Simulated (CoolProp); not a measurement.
A Linde-Hampson liquefier for normal hydrogen: isothermal reversible compression at 300 K from 1 atm to 20 MPa, throttling to 1 atm, return gas leaving the recuperator 5 K below the feed. Each further row changes one setting.

Computed with CoolProp (reference Helmholtz-energy equation of state, Leachman 2009).

| case | compression work (kJ/kg of gas) |
|---|---|
| as stated | 6690 |
| high pressure 40 MPa | 7700 |
| warm-end temperature 330 K | 7340 |
| warm-end gap 10 K | 6690 |
